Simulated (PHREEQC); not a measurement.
## Ultrapure water in contact with air or piping (model solution)

Synthetic water in mg/L, 20 °C, pH 5.92, pe 0.3:

```csv
constituent,mg/L
Na,0.0886
K,0.131
Ca,0.0528
Mg,0.0322
Cl,0.0515
S(6) as SO4,0.358
Alkalinity as HCO3,0.233
F,0.00475
```

Valence states are taken as typed.

All values are PHREEQC results (ion-association model, phreeqc.dat), not measurements.

This is a speciation only: nothing precipitates in the calculation.

### Question
What charge-balance error does the model give?

### Answer
charge-balance error -1.8 %.

### Question
In which forms is C present?

### Answer
CO2 74 %, HCO3- 26 % of the C.
